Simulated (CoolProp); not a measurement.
Properties of the fluoroketone C6F12O (FK-5-1-12) along the isotherm 382.7 K (Tc = 441.8 K, pc = 1869 kPa, ω = 0.471).

Computed with CoolProp (reference Helmholtz-energy equation of state, McLinden 2015).

```tsv
p (kPa)	phase	density (kg/m³)	cv (kJ/(kg K))	isothermal compressibility (1/MPa)	expansivity (1/kK)	fugacity coefficient
29.6	gas	2.968	0.9134	34.11	2.705	0.9907
43.4	gas	4.371	0.9140	23.37	2.750	0.9863
63.7	gas	6.459	0.9148	16.03	2.818	0.9799
93.5	gas	9.577	(withheld)	11.04	2.923	0.9706
137	gas	14.25	0.9179	7.656	(withheld)	0.9569
201	gas	21.40	0.9208	5.355	3.362	0.9369
296	gas	(withheld)	0.9253	3.802	3.855	0.9072
434	gas	51.18	0.9326	2.815	4.849	0.8640
637	liquid	1298	0.9604	0.01584	3.741	0.7307
935	liquid	(withheld)	0.9597	0.01494	3.604	(withheld)
1370	liquid	1312	0.9587	0.01381	(withheld)	0.3593
2010	liquid	1323	0.9573	0.01245	3.216	0.2570
2960	liquid	1338	0.9557	0.01089	2.964	0.1873
4340	liquid	1356	0.9538	0.009267	2.689	0.1414
6370	liquid	1380	0.9518	0.007647	2.400	0.1117
9350	liquid	(withheld)	0.9499	0.006135	2.113	0.09406
```

### Question
Complete the blanks.

### Answer

- 93.5, cv (kJ/(kg K)): 0.9160
- 137, expansivity (1/kK): 3.088
- 296, density (kg/m³): 32.74
- 935, density (kg/m³): 1304
- 935, fugacity coefficient: 0.5093
- 1370, expansivity (1/kK): 3.430
- 9350, density (kg/m³): 1408
